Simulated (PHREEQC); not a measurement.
A solution holds 0.001 mol/kgw Ni(NO3)2, 0.00025 mol/kgw NaCl and 0.0462 mol/kgw HCl, at 20 °C. It is in equilibrium with CO2 at log p = -2 (atm). Otherwise closed; pH follows from the charge balance.

Equilibrium calculation in PHREEQC: ion-association model, wateq4f.dat.

Precipitation was switched off in this run.

### Question
Predict the pH.

### Answer
pH 1.40.

### Question
In which forms is Ni present?

### Answer
Ni+2 94 %, NiCl+ 5.0 %, NiCl2 0.6 % of the Ni.
